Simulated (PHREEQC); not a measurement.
Solution (15 °C): 0.014 mol CdSO4, 0.00069 mol NaOH and 0.00036 mol H2SO4 per kg of water. Closed to the air; pH follows from the charge balance.

Model: ion-association model, wateq4f.dat, run in PHREEQC.

```
quantity                           before     after
-------------------------------  --------  --------
pH                                   4.71      4.59
ionic strength (mol/kgw)           0.0351   0.00566
Cd+2 (mol/kgw)                    0.00852   0.00115
SO4-2 (mol/kgw)                   0.00836   0.00150
CdSO4 (mol/kgw)                   0.00498  0.000248
Cd(SO4)2-2 (mol/kgw)             0.000498   4.37e-6
SI of Mirabilite (Na2SO4:10H2O)     -7.26     -7.76
```

**Question.** What was changed between the two runs?
(A) CdSO4 from 0.014 to 0.0014 mol/kgw
(B) 0.0082 mol/kgw NaCl added
(C) H2SO4 replaced by Al2(SO4)3 at the same molality
(D) NaOH from 0.00069 to 0.000345 mol/kgw

**Answer.** A, CdSO4 from 0.014 to 0.0014 mol/kgw

This is a speciation only: nothing precipitates in the calculation.
